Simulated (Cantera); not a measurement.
Catalytic stagnation flow on Pt

A jet of 2.35 % CH4, 9.39 % O2, 88.3 % N2, equivalence ratio 0.50 at 300 K and 20.3 Torr hits a platinum plate 2 cm away at a mass flux of 0.08 kg/m²/s; the plate temperature is set and raised in steps from an oxygen-covered start.

Cantera simulation using Deutschmann's 1995 Pt surface mechanism with GRI-Mech 3.0 gas chemistry; the numbers are that mechanism's predictions, not measurements. Catalytic surfaces can have several steady states; this one follows from the mechanism file's or the stated starting coverage.

| plate T (K) | wall x CH4 | wall x O2 | wall x H2O | wall x OH | wall x CO | wall x CO2 | θ free Pt | θ O* |
|---|---|---|---|---|---|---|---|---|
| 950 | 0.0181 | 0.0825 | 0.00999 | 8.35e-8 | 1.16e-5 | 0.00654 | 0.356 | 0.644 |
| 1000 | 0.0162 | 0.0784 | 0.0136 | 2.41e-7 | 1.43e-5 | 0.00888 | 0.433 | 0.566 |
| 1050 | 0.0144 | 0.0745 | 0.0169 | 6.09e-7 | 1.74e-5 | 0.0111 | 0.508 | 0.491 |
| 1100 | 0.0128 | 0.0713 | 0.0197 | 1.37e-6 | 2.10e-5 | 0.0129 | 0.580 | 0.420 |
| 1150 | 0.0115 | 0.0685 | 0.0220 | 2.82e-6 | 2.56e-5 | 0.0145 | 0.646 | 0.354 |
| 1200 | 0.0106 | 0.0665 | 0.0238 | 5.34e-6 | 3.16e-5 | 0.0157 | 0.706 | 0.294 |
x: mole fraction at the wall; θ: surface coverage.
